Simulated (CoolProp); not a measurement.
Vapour-liquid equilibrium of propylene (1) + propane (2) at 170.9 K; x and y are mole fractions of (1).

Model: multi-fluid Helmholtz-energy mixture model, Lemmon 2013 and Lemmon 2009; pair parameters Bell 2016, in CoolProp.

```
x     bubble pressure, mixture model (bar)  bubble pressure, Raoult's law (bar)  y, mixture model  y, Raoult's law
----  ------------------------------------  -----------------------------------  ----------------  ---------------
0.05                               0.02462                              0.02433             0.079            0.068
0.2                                0.02666                              0.02573             0.279            0.258
0.35                               0.02838                              0.02712             0.441            0.428
0.5                                0.02983                              0.02851             0.582            0.582
0.65                               0.03106                              0.02991             0.710            0.721
0.8                                0.03209                              0.03130             0.833            0.848
0.95                               0.03293                              0.03270             0.957            0.964
```

The largest gap from Raoult's law is +4.6 % in bubble pressure, at x = 0.35. No azeotrope shows between x = 0.05 and 0.95.

The pair parameters rest on a limited set of measurements; away from them the model extrapolates.
